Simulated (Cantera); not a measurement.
**Abatement and gas-phase synthesis: HBr + O2 + H2**

Input: 1 mol HBr, 1.2 mol O2, 1.8 mol H2, held at 10.0 mbar.

Cantera equilibrium calculation (NASA polynomials, part measured and part estimated; ideal gas, pure solids and liquids). Candidate condensed phases: Br2, H2O; 25 gas species. Ions and electrons are included (thermal ionisation). The numbers say what is thermodynamically allowed, not how fast it happens.

```tsv
T (K)	x H	x H2O	x O	x Br	x H2	x OH	x O2	x HBr
2500	0.0799	0.404	0.0345	0.229	0.101	0.0663	0.0566	0.0281
3000	0.434	0.0313	0.211	0.150	0.0754	0.0598	0.0346	0.00446
3500	0.560	0.000280	0.291	0.127	0.00900	0.00803	0.00349	0.000521
4000	0.573	4.63e-6	0.299	0.125	0.00129	0.00120	0.000403	9.68e-5
4500	0.575	1.81e-7	0.300	0.125	0.000276	0.000263	7.26e-5	2.58e-5
5000	0.575	1.34e-8	0.300	0.125	7.99e-5	7.76e-5	1.83e-5	8.92e-6
```
x: gas mole fraction; nothing condenses.

From 2500 K to 5000 K nothing is condensed.
